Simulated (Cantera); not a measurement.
Cantera run:

```python
import numpy as np
import cantera as ct

gas_names = """
    H HO2 H2 H2O H2O2 H2S H2SO4 O OH O2 O3 S SH SO SO2 SO3 S2 S2O S8
""".split()
cond_names = """
    H2O(s) H2O(L) H2SO4(L) S(cr1) S(cr2) S(L)
""".split()


def load(file, names, dense=False):
    # The tables refer to 1 bar. Condensed volumes are neglected.
    table = {s.name: s for s in ct.Species.list_from_file(file)}
    out = []
    for n in names:
        d = dict(table[n].input_data)
        d["thermo"] = dict(d["thermo"], **{"reference-pressure": 1e5})
        if dense:
            d["equation-of-state"] = {"model": "constant-volume", "density": "1e6 g/cm^3"}
        out.append(ct.Species.from_dict(d))
    return out


gas = ct.Solution(thermo="ideal-gas", species=load("nasa_gas.yaml", gas_names))
cond = {s.name: ct.Solution(thermo="fixed-stoichiometry", species=[s], name=s.name)
        for s in load("nasa_condensed.yaml", cond_names, dense=True)}
atoms = {
    'SO2': {'S': 1, 'O': 2},
    'H2': {'H': 2},
}
top_T = {}  # K; cautious upper limits of use, not melting points


def equilibrate(T, P, feed):
    n = {}
    for name, mol in feed.items():
        for a, k in atoms[name].items():
            n[a] = n.get(a, 0.0) + k * mol
    gas.TPX = T, P, n
    mass = sum(n.values()) * gas.mean_molecular_weight
    gas.equilibrate("TP")
    valid = [c for c in cond.values() if c.min_temp <= T <= top_T.get(c.name, c.max_temp)]
    mix = ct.Mixture([(gas, mass / gas.mean_molecular_weight)] + [(c, 0.0) for c in valid])
    mix.T, mix.P = T, P
    mix.equilibrate("TP", solver="vcs", rtol=1e-11, max_steps=5000)
    return mix


results = []
feed = {'SO2': 1, 'H2': 1.1}  # mol
T = 3025  # K
for P in [10, 120, 1400, 17000, 210000, 2500000, 30000000]:
    mix = equilibrate(T, P, feed)
    results.append((T, P, feed, dict(zip(mix.species_names, mix.species_moles))))

top = {s: max(r[3][s] / sum(r[3][g] for g in gas_names) for r in results) for s in gas_names}
cols = sorted((s for s in top if top[s] > 0.0001), key=lambda s: -top[s])[:7]
seen = [c for c in cond_names if any(r[3].get(c, 0) > 1e-12 for r in results)]
print("log10 of partial pressures in bar; condensed amounts in mol")
print(f"{'P/Pa':>10s}" + "".join(f"{s[:9]:>10s}" for s in cols + seen))
for T, P, feed, n in results:
    ng = sum(n[g] for g in gas_names)
    print(f"{P:10.4g}" + "".join(f"{np.log10(max(n[s] / ng * P / 1e5, 1e-99)):10.3f}" for s in cols)
          + "".join(f"{n.get(c, 0):10.4g}" for c in seen))
```

Result:

```
log10 of partial pressures in bar; condensed amounts in mol
      P/Pa       H2O         H         O       SO2         S        SO        H2
        10    -9.407    -4.373    -4.420    -8.739    -4.723    -6.389    -7.209
       120    -6.211    -3.291    -3.388    -5.657    -3.705    -4.339    -5.045
      1400    -3.411    -2.293    -2.584    -3.237    -2.892    -2.723    -3.048
   1.7e+04    -1.530    -1.566    -2.157    -1.593    -2.102    -1.506    -1.594
   2.1e+05    -0.199    -1.000    -1.958    -0.347    -1.255    -0.460    -0.463
   2.5e+06     0.986    -0.512    -1.748     0.784    -0.544     0.462     0.513
     3e+07     2.129    -0.068    -1.494     1.894     0.058     1.317     1.401
```

Cantera equilibrium calculation (NASA polynomials, part measured and part estimated; ideal gas, pure solids and liquids). The ideal-gas law is rough above about 30 bar.
